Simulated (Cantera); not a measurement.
A closed system holds: 1 mol Al, 2.5 mol O2, 67 mol H2, equilibrated at 7.50 Torr.

Method: chemical equilibrium by Gibbs-energy minimisation in Cantera with the NASA 1993 tables (ideal gas, pure condensed phases). Candidate condensed phases: Al, Al2O3, H2O; 19 gas species. Rates play no part. All values below are at 627 °C.

Base state: H2 0.948, H2O 0.0522 (mole fractions); condensed: Al2O3(s).

What changes in the equilibrium state with this change: O2 from 2.5 to 5 mol?


| species | before | after |
|---|---|---|
| H2 | 0.948 | 0.873 |
| H2O | 0.0522 | 0.127 |
| Al2O3(s), mol | 0.500 | 0.500 |
